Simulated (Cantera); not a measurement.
An isothermal, constant-pressure homogeneous reactor starts with NH3 : H2 = 1 : 1.9 (molar parts), at 1950 K and 0.250 bar. Integrator tolerance rtol = 1e-08.

Computed with Cantera and the gas-phase N/H chemistry of the illustrative SiF4/NH3 mechanism in the Surface Chemkin manual (1991). Walls and surfaces, which speed up NH3 decomposition in real reactors, are not modelled.

**Question.** What does this change do: temperature 1950 to 1250 K?

**Answer.** 
| quantity | before | after |
|---|---|---|
| x(NH3) at 40.0 s | 2.39e-5 (gas-phase equilibrium 1.58e-6) | 0.345 (gas-phase equilibrium 1.09e-5) |
| x(H2) at 40.0 s | 0.870 (gas-phase equilibrium 0.870) | 0.655 (gas-phase equilibrium 0.872) |
| x(N2H2) at 40.0 s | <1e-12 (gas-phase equilibrium <1e-12) | 1.41e-9 (gas-phase equilibrium <1e-12) |
| x(NH) at 40.0 s | 1.52e-8 (gas-phase equilibrium 1.01e-9) | 1.78e-10 (gas-phase equilibrium <1e-12) |
| x(H) at 40.0 s | 0.00215 (gas-phase equilibrium 0.00215) | 7.66e-7 (gas-phase equilibrium 9.09e-7) |
| x(NH2) at 40.0 s | 1.69e-7 (gas-phase equilibrium 1.12e-8) | 6.86e-7 (gas-phase equilibrium 1.94e-11) |
